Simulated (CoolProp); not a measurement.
R1233zd(E) along the isobar 66.4 bar: fugacity coefficient from the reference equation and from simpler models built on Tc = 438.9 K, pc = 35.83 bar, ω = 0.304; each cubic takes its own stable root.

Model: reference Helmholtz-energy equation of state, Akasaka 2022, in CoolProp.

```
T (K)   phase  reference  van der Waals  Redlich-Kwong
-----  ------  ---------  -------------  -------------
213.8  liquid  0.0003097        0.02124       0.001235
238.4  liquid   0.001651        0.04052       0.005058
263    liquid   0.006041        0.06819        0.01480
287.5  liquid    0.01678         0.1043        0.03403
312.1  liquid    0.03820         0.1489        0.06603
336.7  liquid    0.07444         0.2007         0.1124
361.3  liquid     0.1284         0.2585         0.1730
385.8  liquid     0.2003         0.3206         0.2456
410.4  liquid     0.2889         0.3855         0.3274
```
